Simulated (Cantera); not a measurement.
Input: 1 mol Fe3O4, 100 mol H2, 2.2 mol N2, at 100 Torr.

Method: chemical equilibrium by Gibbs-energy minimisation in Cantera with the NASA 1993 tables (ideal gas, pure condensed phases). Candidate condensed phases: Fe, FeO, Fe(OH)2, Fe(OH)3, Fe2O3, Fe3O4, H2O; 27 gas species. Kinetics and transport are ignored.

Task: Which condensed phases are stable at each of these points (T (°C)): 750, 850, 950, 1050, 1150, 1250, 1350, 1450, 1550, 1650, 1750, 1850?

Result: 
```csv
T (°C),condensed phases,Fe condensed (%)
750,Fe(α),100.0
850,Fe(α),100.0
950,Fe(γ),100.0
1050,Fe(γ),100.0
1150,Fe(γ),100.0
1250,Fe(γ),100.0
1350,Fe(γ),100.0
1450,Fe(δ),99.8
1550,Fe(l),99.0
1650,Fe(l),96.2
1750,Fe(l),87.9
1850,Fe(l),65.4
```

From 750 °C to 850 °C the condensed part is Fe(α). From 950 °C to 1350 °C the condensed part is Fe(γ). At 1450 °C the condensed part is Fe(δ). From 1550 °C to 1850 °C the condensed part is Fe(l).
